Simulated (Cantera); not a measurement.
# N2O furnace oxynitridation

An isothermal, constant-pressure homogeneous reactor starts with N₂O : N₂ = 1 : 2.9 (molar parts), at 1075 K and 101000 Pa.

Model: GRI-Mech 3.0 (53 species, 325 reactions), integrated in Cantera. GRI-Mech 3.0 was tuned for natural gas; its chemistry of N2O as a main component is partial and can be far from experiment. The mechanism lacks the step 2 NO + O2 → 2 NO2, which can matter for NO2 below about 1400 K. The temperature is held fixed by assumption; the heat of reaction is taken as removed at once.

```csv
t (s),x N₂O,x NO₂,x O₂,x N₂,x NO,x O
6.00e-5,0.256,<1e-12,1.52e-7,0.744,1.96e-8,1.56e-7
0.000333,0.256,3.92e-12,1.48e-6,0.744,1.90e-7,1.93e-7
0.00185,0.256,1.46e-10,9.02e-6,0.744,1.16e-6,1.93e-7
0.0103,0.256,4.52e-9,5.09e-5,0.744,6.53e-6,1.93e-7
0.0569,0.256,1.21e-7,0.000283,0.744,3.62e-5,1.93e-7
0.316,0.253,1.98e-6,0.00156,0.746,0.000198,1.91e-7
1.75,0.237,1.42e-5,0.00824,0.754,0.00103,1.82e-7
9.74,0.169,6.19e-5,0.0364,0.790,0.00427,1.44e-7
54.0,0.0421,0.000128,0.0905,0.859,0.00872,5.10e-8
300,0.000196,0.000186,0.109,0.882,0.00908,7.05e-10
```
x: mole fraction; the columns are a selection and need not sum to one.

Equilibrium at this temperature and pressure: N₂O 4.33e-9, NO₂ 1.29e-6, O₂ 0.114, N₂ 0.886, NO 5.28e-5, O 4.42e-10 (gas phase only).
